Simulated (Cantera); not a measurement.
A closed system holds: 1 mol Si, 1.8 mol NF3, held at 275 °C and 0.100 bar.

Method: chemical equilibrium by Gibbs-energy minimisation in Cantera with the NASA 1993 tables (ideal gas, pure condensed phases). Candidate condensed phases: Si, Si3N4; 16 gas species. Rates play no part.

Base state: SiF4 0.469, N2 0.313, NF3 0.218, F2 0.000782 (mole fractions); condensed: gas only.

Question: What changes in the equilibrium state with this change: NF3 from 1.8 to 3.7 mol?

Answer: 
```
species    before    after
-------  --------  -------
NF3         0.218    0.585
SiF4        0.469    0.248
N2          0.313    0.166
F2       0.000782  0.00186
```

Question: What changes in the equilibrium state with this change: NF3 from 1.8 to 0.69 mol?

Answer: 
```csv
species,before,after
SiF4,0.469,0.957
N2,0.313,0.0431
NF3,0.218,<1e-9
F2,0.000782,<1e-9
"Si3N4(s), mol",0,0.161
```
